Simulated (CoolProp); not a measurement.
A simple Rankine cycle with cis-2-butene: condensing at 292.15 K, boiler at 0.793 MPa, turbine inlet 496.2 K, turbine efficiency 0.65, pump efficiency 0.8, no recuperator. Each further row changes one setting.

The numbers come from the reference Helmholtz-energy equation of state, Lemmon 2005 in CoolProp. It is a short technical equation, of lower accuracy than the large ones.

```csv
case,thermal efficiency (%),net work (kJ/kg),heat in (kJ/kg),turbine exit temperature (K),volume ratio over the turbine
as stated,8.5,65.3,765,461.2,4.34
turbine inlet 516.2 K,8.4,68.3,810,481.2,4.34
condensing temperature 284.15 K,9.8,76.8,783,455.2,5.68
boiler pressure 0.555 MPa,6.6,51.0,769,469.8,3.06
turbine efficiency 0.55,7.2,55.0,765,466.1,4.39
```
